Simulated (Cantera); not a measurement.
Input: 1 mol CuF2, 1.4 mol H2O, 3.8 mol N2, at 0.100 bar.

Cantera equilibrium calculation (NASA polynomials, part measured and part estimated; ideal gas, pure solids and liquids). Candidate condensed phases: Cu, CuF2, CuO, Cu(OH)2, Cu2O, H2O; 45 gas species. Each liquid is taken as pure. Mutual solubility and eutectic melting of coexisting phases are not modelled. The numbers say what is thermodynamically allowed, not how fast it happens.

Task: Which condensed phases are stable at each of these points (T (°C)): 825, 900, 975, 1050, 1125, 1200, 1275, 1350, 1425, 1500, 1575?

Result: 
```json
[
 {"T (°C)": "825", "condensed phases": "CuO(s) + Cu2O(s)", "Cu condensed (%)": "100.0"},
 {"T (°C)": "900", "condensed phases": "Cu2O(s)", "Cu condensed (%)": "100.0"},
 {"T (°C)": "975", "condensed phases": "Cu2O(s)", "Cu condensed (%)": "99.9"},
 {"T (°C)": "1050", "condensed phases": "Cu2O(s)", "Cu condensed (%)": "99.7"},
 {"T (°C)": "1125", "condensed phases": "Cu2O(s)", "Cu condensed (%)": "99.3"},
 {"T (°C)": "1200", "condensed phases": "Cu2O(s)", "Cu condensed (%)": "98.3"},
 {"T (°C)": "1275", "condensed phases": "Cu2O(l)", "Cu condensed (%)": "96.3"},
 {"T (°C)": "1350", "condensed phases": "Cu2O(l)", "Cu condensed (%)": "93.2"},
 {"T (°C)": "1425", "condensed phases": "Cu2O(l)", "Cu condensed (%)": "88.2"},
 {"T (°C)": "1500", "condensed phases": "Cu2O(l)", "Cu condensed (%)": "80.4"},
 {"T (°C)": "1575", "condensed phases": "Cu(l) + Cu2O(l)", "Cu condensed (%)": "68.1"}
]
```

At 825 °C the condensed part is CuO(s) + Cu2O(s). From 900 °C to 1200 °C the condensed part is Cu2O(s). From 1275 °C to 1500 °C the condensed part is Cu2O(l). At 1575 °C the condensed part is Cu(l) + Cu2O(l).
